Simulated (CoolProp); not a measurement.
Vapour pressure (MPa) of n-perfluorohexane: the reference equation beside estimates from Tc = 174.9 °C, pc = 1.742 MPa, ω = 0.497.

The numbers come from the reference Helmholtz-energy equation of state, Gao 2022 in CoolProp.

```csv
T (°C),reference,Lee-Kesler,Peng-Robinson
23.35,0.02735,0.02727,0.02785
33.45,0.04203,0.04197,0.04252
43.55,0.06242,0.06244,0.06285
53.75,0.09025,0.09041,0.09061
63.85,0.1265,0.1269,0.1269
74.05,0.1738,0.1745,0.1742
84.15,0.2328,0.2340,0.2336
94.25,0.3062,0.3079,0.3077
104.45,0.3969,0.3993,0.3997
```

Absolute difference from the reference over all 9 rows, mean and median: Lee-Kesler 0.3 and 0.3 %, Peng-Robinson 0.7 and 0.5 %.
